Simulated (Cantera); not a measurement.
An adiabatic, constant-pressure homogeneous reactor starts with 2.58 % C₃H₈, 20.5 % O₂, 76.9 % N₂, equivalence ratio 0.63, at 998 K and 2500000 Pa.

Detailed kinetics in Cantera: GRI-Mech 3.0 (53 species, 325 reactions). GRI-Mech 3.0 was tuned for natural gas; its chemistry of propane as a main component is partial and can be far from experiment. The pressure lies above the range GRI-Mech 3.0 was tuned for (to about 10 atm). Below about 1000 K GRI-Mech 3.0 lacks low-temperature oxidation paths.

Q: Predict: time of steepest temperature rise; temperature at 0.200 s; equilibrium temperature; x(O₂) at 0.200 s; x(CO₂) at 0.200 s.

A: 
```json
{
 "time_of_steepest_temperature_rise": "26.4 ms",
 "temperature at 0.200 s": "2303 K",
 "equilibrium_temperature": "2303 K",
 "x(O₂) at 0.200 s": "0.0691 (gas-phase equilibrium 0.0691)",
 "x(CO₂) at 0.200 s": "0.0747 (gas-phase equilibrium 0.0747)"
}
```
